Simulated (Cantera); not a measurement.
Feed: 1 mol SiC, 0.0047 mol O₂, 1.4 mol H₂, at 12.0 mbar.

Equilibrium computed with Cantera from the NASA thermochemical tables; the gas is ideal and each condensed phase is pure. Candidate condensed phases: C, C₆H₆, C₇H₈, C₈H₁₈, H₂O, Si, SiC, SiO₂; 123 gas species. Mutual solubility and eutectic melting of coexisting phases are not modelled. The tables hold silica as quartz up to 1696 K and as liquid above; real silica turns to tridymite and cristobalite and melts near 1996 K. The numbers say what is thermodynamically allowed, not how fast it happens. All values below are at 1373 K.

Base state: H₂ 0.996, CO 0.00255, SiO 0.000962, H 3.03e-5 (mole fractions); condensed: SiC(s) + SiO₂(β-quartz).

Question: What changes in the equilibrium state with this change: O₂ from 0.0047 to 0.18 mol?

Answer: 
```
species                before     after
-------------------  --------  --------
H₂                      0.996     0.921
CO                    0.00255    0.0790
SiO                  0.000962  0.000306
CH₄                   3.23e-6   2.72e-5
H                     3.03e-5   2.92e-5
SiC(s), mol             0.996     0.880
SiO₂(β-quartz), mol   0.00223     0.120
```
